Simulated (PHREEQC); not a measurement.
Consider water at 25 °C with 0.12 mol/kgw MnSO4, 9.7e-05 mol/kgw MgSO4, 0.00012 mol/kgw HCl and 0.19 mol/kgw Na2SO4. Closed to the air; pH follows from the charge balance.

Equilibrium calculation in PHREEQC: ion-association model, phreeqc.dat.

```csv
quantity,before,after
pH,4.68,4.87
ionic strength (mol/kgw),0.673,0.358
Na+ (mol/kgw),0.322,0.169
SO4-2 (mol/kgw),0.187,0.103
MnSO4 (mol/kgw),0.0651,0.0312
NaSO4- (mol/kgw),0.0582,0.0208
SI of Halite (NaCl),-6.35,-6.89
```

Question: What was changed between the two runs?
A) MnSO4 from 0.12 to 0.18 mol/kgw
B) 0.12 mol/kgw LiBr added
C) diluted 2-fold with water
D) temperature from 25 to 90 °C
E) 0.0031 mol/kgw FeCl2 added

Answer: C, diluted 2-fold with water

This is a speciation only: nothing precipitates in the calculation.
